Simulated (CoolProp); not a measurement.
Octamethylcyclotetrasiloxane (D4) along the isobar 3.64 bar: fugacity coefficient from the reference equation and from simpler models built on Tc = 313.4 °C, pc = 13.47 bar, ω = 0.598; each cubic takes its own stable root.

Computed with CoolProp (reference Helmholtz-energy equation of state, Thol 2015).

| T (°C) | phase | reference | Redlich-Kwong | Soave-Redlich-Kwong | Peng-Robinson |
|---|---|---|---|---|---|
| 210.55 | liquid | 0.5553 | 0.8432 | 0.5659 | 0.5576 |
| 216.15 | liquid | 0.6157 | 0.8482 | 0.6280 | 0.6181 |
| 221.75 | liquid | 0.6800 | 0.8530 | 0.6941 | 0.6825 |
| 227.45 | liquid | 0.7494 | 0.8577 | 0.7655 | 0.7520 |
| 233.05 | liquid | 0.8215 | 0.8621 | 0.8395 | 0.8241 |
| 238.65 | gas | 0.8424 | 0.8663 | 0.8485 | 0.8389 |
| 244.25 | gas | 0.8488 | 0.8704 | 0.8543 | 0.8447 |
| 249.85 | gas | 0.8549 | 0.8743 | 0.8599 | 0.8503 |
| 255.55 | gas | 0.8607 | 0.8781 | 0.8654 | 0.8558 |
| 261.15 | gas | 0.8662 | 0.8817 | 0.8705 | 0.8609 |
| 266.75 | gas | 0.8714 | 0.8851 | 0.8754 | 0.8659 |
| 272.35 | gas | 0.8764 | 0.8885 | 0.8802 | 0.8706 |
| 278.05 | gas | 0.8812 | 0.8917 | 0.8848 | 0.8752 |
| 283.65 | gas | 0.8856 | 0.8948 | 0.8891 | 0.8796 |
| 289.25 | gas | 0.8899 | 0.8978 | 0.8933 | 0.8838 |

At some of these states Redlich-Kwong gives the other phase, because its saturation line lies elsewhere.
